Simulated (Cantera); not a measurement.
Cantera run:

```python
import numpy as np
import cantera as ct

gas_names = """
    N NO NO2 NO3 N2 N2O O O2 O3 Si SiN SiO SiO2 Si2 Si2N Si3
""".split()
cond_names = """
    Si(cr) Si(L) SiO2(Lqz) SiO2(hqz) SiO2(L) Si2N2O(s) Si3N4(a)
""".split()


# ... load() reads the species with a 1 bar reference pressure and builds the phases ...
atoms = {
    'Si3N4': {'Si': 3, 'N': 4},
    'O2': {'O': 2},
    'N2': {'N': 2},
}
top_T = {'Si2N2O(s)': 2100, 'Si3N4(a)': 2400}  # K; cautious upper limits of use, not melting points


# ... equilibrate(T, P, feed) seeds the gas with the atoms and calls Mixture.equilibrate('TP', solver="vcs", rtol=1e-11, max_steps=5000) ...
results = []
feed = {'Si3N4': 1, 'O2': 0.087, 'N2': 87}  # mol
T = 1475  # K
for P in [0.1, 0.75, 5.6, 42, 320, 2400, 18000, 130000, 1000000]:
    mix = equilibrate(T, P, feed)
    results.append((T, P, feed, dict(zip(mix.species_names, mix.species_moles))))

top = {s: max(r[3][s] / sum(r[3][g] for g in gas_names) for r in results) for s in gas_names}
cols = sorted((s for s in top if top[s] > 0.0001), key=lambda s: -top[s])[:7]
seen = [c for c in cond_names if any(r[3].get(c, 0) > 1e-12 for r in results)]
print("log10 of partial pressures in bar; condensed amounts in mol")
print(f"{'P/Pa':>10s}" + "".join(f"{s[:9]:>10s}" for s in cols + seen))
for T, P, feed, n in results:
    ng = sum(n[g] for g in gas_names)
    print(f"{P:10.4g}" + "".join(f"{np.log10(max(n[s] / ng * P / 1e5, 1e-99)):10.3f}" for s in cols)
          + "".join(f"{n.get(c, 0):10.4g}" for c in seen))
```

Result:

```
log10 of partial pressures in bar; condensed amounts in mol
      P/Pa        N2        Si       SiO    Si(cr) Si2N2O(s)  Si3N4(a)
       0.1    -6.003    -8.240    -8.712     2.306         0         0
      0.75    -5.126    -8.240    -7.835     2.756         0         0
       5.6    -4.253    -8.433    -6.952         0         0      0.94
        42    -3.377    -9.017    -6.719         0    0.1344    0.8971
       320    -2.495    -9.605    -7.013         0    0.1714    0.8849
      2400    -1.620   -10.188    -7.305         0    0.1738    0.8841
   1.8e+04    -0.745   -10.772    -7.597         0     0.174     0.884
   1.3e+05     0.114   -11.344    -7.883         0     0.174     0.884
     1e+06     1.000   -11.935    -8.178         0     0.174     0.884
```

Method: chemical equilibrium by Gibbs-energy minimisation in Cantera with the NASA 1993 tables (ideal gas, pure condensed phases). Mutual solubility and eutectic melting of coexisting phases are not modelled.
